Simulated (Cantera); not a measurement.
A freely propagating, adiabatic, planar premixed flame of 53.2 % H₂, 9.84 % O₂, 37.0 % N₂, equivalence ratio 2.7, unburnt at 300 K and 0.829 atm; multicomponent transport, grid criteria slope 0.08 and curve 0.16, no radiation.

Detailed kinetics in Cantera: the H2/O2 subset of GRI-Mech 3.0, which has no nitrogen chemistry. Burning velocities carry a grid error of a few per cent, more on coarse grids.

Predict: laminar burning velocity; thermal thickness; peak x(O); peak x(H); peak x(HO₂).


| Quantity | Result |
|---|---|
| laminar burning velocity | 245 cm/s |
| thermal thickness | 0.455 mm |
| peak x(O) | 0.00126 |
| peak x(H) | 0.0555 |
| peak x(HO₂) | 0.000370 |
